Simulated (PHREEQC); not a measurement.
Dissolve 0.051 mol CaCl2 and 0.00063 mol KHF2 per kg of water at 25 °C. Closed to the air; pH follows from the charge balance.

The numbers come from PHREEQC with the ion-association model, phreeqc.dat.

No solid was allowed to form.

Question: Estimate the pH, specific conductance.

Answer: pH 3.56; specific conductance 10400 µS/cm.

Question: In which forms is F present?

Answer: F- 77 %, HF 23 % of the F.

The solution is supersaturated, for example in Fluorite, so a real one may precipitate; this is no full list. Species that the database lacks are ignored.
